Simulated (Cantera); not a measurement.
A perfectly stirred reactor is fed with C₂H₆ : H₂ = 1 : 13 (molar parts), at 1330 Pa; it is held at 1650 K, and followed from long to short residence time.

Cantera simulation using GRI-Mech 3.0 (53 species, 325 reactions); the numbers are that mechanism's predictions, not measurements. GRI-Mech 3.0 stops at C3 and has no aromatics, soot or wall deposition, so with more carbon than oxygen in the feed, carbon stays in small species such as C2H2 where larger ones or solid carbon would form. Radical loss at walls, strong at low pressure, is not modelled.

x: mole fraction; the columns are a selection and need not sum to one.

```csv
τ (s),x C₂H₆,x H₂,x CH₄,x C₂H,x C₂H₄,x C₂H₂
4.1,9.56e-6,0.927,0.0174,2.60e-7,[?],0.0546
1.4,2.52e-5,0.922,0.0247,2.79e-7,[?],0.0511
0.49,6.36e-5,0.917,0.0335,2.96e-7,[?],0.0469
0.17,0.000160,0.911,0.0436,3.08e-7,[?],0.0416
0.058,0.000401,0.904,0.0543,3.12e-7,[?],0.0355
0.020,0.000992,0.898,0.0637,2.97e-7,[?],0.0286
0.0069,0.00246,0.893,0.0698,2.54e-7,[?],0.0211
```

### Question
Some entries are withheld; supply them.

### Answer

- 4.1, x C₂H₄: 0.000122
- 1.4, x C₂H₄: 0.000224
- 0.49, x C₂H₄: 0.000448
- 0.17, x C₂H₄: 0.000925
- 0.058, x C₂H₄: 0.00190
- 0.020, x C₂H₄: 0.00371
- 0.0069, x C₂H₄: 0.00677
